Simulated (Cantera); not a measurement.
An adiabatic, constant-pressure homogeneous reactor starts with 3.35 % CH4, 19.7 % O2, 74.0 % N2, 3.01 % CO2, at 1750 K and 10.0 bar.

Cantera simulation using GRI-Mech 3.0 (53 species, 325 reactions); the numbers are that mechanism's predictions, not measurements.

One state of this run: T (K) = 2408; x CH4 = <1e-12; x O2 = 0.129; x CO2 = 0.0622; x C2H4 = <1e-12; x OH = 0.00430; x HCN = <1e-12. x: mole fraction; the columns are a selection and need not sum to one.

Which value of t (s) does it belong to?
(A) 1.00e-6
(B) 0.000159
(C) 3.55e-6
(D) 1.26e-5

B, 0.000159
